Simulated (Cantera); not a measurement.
Input (Python, Cantera) and output of one run.

```python
import numpy as np
import cantera as ct

gas_names = """
    H HO2 H2 H2O H2O2 O OH O2 O3 Ti TiO TiO2
""".split()
cond_names = """
    H2O(s) H2O(L) Ti(a) Ti(b) Ti(L) TiO(a) TiO(b) TiO(L) TiO2(ru) TiO2(L) Ti2O3(a) Ti2O3(b) Ti2O3(L)
    Ti3O5(a) Ti3O5(b) Ti3O5(L) Ti4O7(s) Ti4O7(L)
""".split()


# ... load() reads the species with a 1 bar reference pressure and builds the phases ...
atoms = {
    'TiO2': {'Ti': 1, 'O': 2},
    'H2': {'H': 2},
}
top_T = {}  # K; cautious upper limits of use, not melting points


# ... equilibrate(T, P, feed) seeds the gas with the atoms and calls Mixture.equilibrate('TP', solver="vcs", rtol=1e-11, max_steps=5000) ...
results = []
feed = {'TiO2': 1, 'H2': 0.36}  # mol
P = 2600  # Pa
for T in [1475, 1525, 1575, 1625, 1675, 1725, 1775]:
    mix = equilibrate(T, P, feed)
    results.append((T, P, feed, dict(zip(mix.species_names, mix.species_moles))))
    x = sorted(zip(gas.X, gas.species_names), reverse=True)
    print(f"T = {T:g} K  P = {P:g} Pa  gas = {mix.phase_moles(0):.4g} mol")
    print("   x: " + "  ".join(f"{s} {v:.3e}" for v, s in x if v > 1e-05))
    print("   condensed (mol): " + ("  ".join(f"{mix.phase(i).name} {mix.phase_moles(i):.4g}"
          for i in range(1, mix.n_phases) if mix.phase_moles(i) > 1e-12) or "none"))
```

Result:

```
T = 1475 K  P = 2600 Pa  gas = 0.36 mol
   x: H2 9.868e-01  H2O 1.313e-02  H 7.990e-05
   condensed (mol): TiO2(ru) 0.9811  Ti4O7(s) 0.004726
T = 1525 K  P = 2600 Pa  gas = 0.36 mol
   x: H2 9.810e-01  H2O 1.884e-02  H 1.453e-04
   condensed (mol): TiO2(ru) 0.9729  Ti4O7(s) 0.006784
T = 1575 K  P = 2600 Pa  gas = 0.36 mol
   x: H2 9.733e-01  H2O 2.642e-02  H 2.543e-04
   condensed (mol): TiO2(ru) 0.962  Ti4O7(s) 0.009511
T = 1625 K  P = 2600 Pa  gas = 0.3601 mol
   x: H2 9.633e-01  H2O 3.623e-02  H 4.295e-04
   condensed (mol): TiO2(ru) 0.9478  Ti4O7(s) 0.01305
T = 1675 K  P = 2600 Pa  gas = 0.3601 mol
   x: H2 9.506e-01  H2O 4.867e-02  H 7.021e-04
   condensed (mol): TiO2(ru) 0.9299  Ti4O7(s) 0.01753
T = 1725 K  P = 2600 Pa  gas = 0.3602 mol
   x: H2 9.348e-01  H2O 6.411e-02  H 1.114e-03
   condensed (mol): TiO2(ru) 0.9076  Ti4O7(s) 0.02309
T = 1775 K  P = 2600 Pa  gas = 0.3603 mol
   x: H2 9.154e-01  H2O 8.285e-02  H 1.717e-03
   condensed (mol): TiO2(ru) 0.8806  Ti4O7(s) 0.02986
```

Method: chemical equilibrium by Gibbs-energy minimisation in Cantera with the NASA 1993 tables (ideal gas, pure condensed phases). Mutual solubility and eutectic melting of coexisting phases are not modelled. Condensed phases not in the tables: Magnéli phases beyond Ti4O7.
